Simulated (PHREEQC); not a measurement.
A solution holds 0.0067 mol CdCl2, 0.075 mol NaF and 0.28 mol NaCl per kg of water, at 25 °C. Closed to the air; pH follows from the charge balance.

Computed with PHREEQC (ion-association model, wateq4f.dat).

| quantity | before | after |
|---|---|---|
| pH | 6.95 | 6.94 |
| ionic strength (mol/kgw) | 0.354 | 0.354 |
| CdCl+ (mol/kgw) | 0.00371 | 0.00351 |
| CdCl2 (mol/kgw) | 0.00198 | 0.00200 |
| Cd+2 (mol/kgw) | 0.000522 | 0.000490 |
| CdCl3- (mol/kgw) | 0.000353 | 0.000569 |
| SI of CdOHCl (CdOHCl) | -1.13 | -0.64 |
| SI of Halite (NaCl) | -2.90 | -3.00 |

Q: Name the change that produced these shifts.
A. NaCl from 0.28 to 0.42 mol/kgw
B. temperature from 25 to 60 °C
C. CdCl2 replaced by Cd(NO3)2 at the same molality
D. NaCl replaced by Na2SO4 at the same molality
E. NaF left out

A: B, temperature from 25 to 60 °C

No solid was allowed to form. Away from 25 °C the constants follow the database's enthalpies or fits; those with neither stay at their 25 °C values.
